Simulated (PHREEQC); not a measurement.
Make-up at 35 °C: 0.0017 mol/kgw Na2B4O7. Closed to the air; pH follows from the charge balance.

All values are PHREEQC results (ion-association model, phreeqc.dat), not measurements.

This is a speciation only: nothing precipitates in the calculation.

Task: Predict the pH.

Result: pH 9.13.

Task: In which forms is B present?

Result: H3BO3 50 %, H2BO3- 50 % of the B.

Species that the database lacks are ignored.
